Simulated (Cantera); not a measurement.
## Low-pressure radical oxidation in H2/O2

An isothermal, constant-pressure homogeneous reactor starts with H2 : O2 : N2 = 0.08 : 1 : 1.6 (molar parts), at 1275 K and 20.0 Torr.

Computed with Cantera and the H2/O2 subset of GRI-Mech 3.0, which has no nitrogen chemistry. Radical loss at walls, strong at low pressure, is not modelled.

```
t (s)         x H2   x O2    x HO2       x H    x H2O
--------  --------  -----  -------  --------  -------
0.000700    0.0298  0.373  6.83e-8   1.62e-6  4.24e-6
0.00184    0.00811  0.358  2.60e-6   0.00601   0.0168
0.00484   0.000648  0.351  2.28e-6   0.00479   0.0257
0.0127    0.000512  0.354  2.16e-6   0.00324   0.0268
0.0334    0.000289  0.358  1.83e-6   0.00131   0.0284
0.0878     9.36e-5  0.362  1.16e-6  0.000233   0.0296
0.231      1.89e-5  0.363  4.63e-7   2.11e-5   0.0301
0.607      3.42e-6  0.364  1.30e-7   1.63e-6   0.0302
1.59       7.10e-7  0.364  3.46e-8   1.55e-7   0.0303
4.19       1.79e-7  0.364  1.21e-8   1.99e-8   0.0303
11.0       5.46e-8  0.364  8.12e-9   3.37e-9   0.0303
29.0       2.28e-8  0.364  9.08e-9  9.10e-10   0.0303
76.1       1.72e-8  0.364  9.85e-9  6.02e-10   0.0303
200        1.71e-8  0.364  9.87e-9  5.94e-10   0.0303
```
x: mole fraction; the columns are a selection and need not sum to one.

Equilibrium at this temperature and pressure: H2 1.71e-8, O2 0.364, HO2 9.87e-9, H 5.94e-10, H2O 0.0303 (gas phase only).
